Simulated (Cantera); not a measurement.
Charge: 1 mol CuO, 4.9 mol CO, 0.25 mol H2, at 0.480 Torr.

Cantera equilibrium calculation (NASA polynomials, part measured and part estimated; ideal gas, pure solids and liquids). Candidate condensed phases: C, C6H6, C7H8, C8H18, Cu, CuO, Cu(OH)2, Cu2O, H2O; 113 gas species. Equilibrium is a limit: real reactors are often held back by kinetics, nucleation or transport. All values below are at 1175 °C.

Base state: CO 0.770, CO2 0.176, H2 0.0313, H2O 0.0170, Cu 0.00518, H 6.45e-5 (mole fractions); condensed: Cu(l).

Q: What changes in the equilibrium state with this change: CO from 4.9 to 0.65 mol?

A: 
```csv
species,before,after
CO2,0.176,0.680
H2O,0.0170,0.262
O2,<1e-9,0.0521
CO,0.770,0.000257
H2,0.0313,4.17e-5
Cu,0.00518,0.00518
O,1.52e-9,1.76e-5
OH,8.32e-7,0.000351
"Cu(l), mol",0.973,0.994
"Cu2O(s), mol",0,0.000679
```
Mutual solubility and eutectic melting of coexisting phases are not modelled.
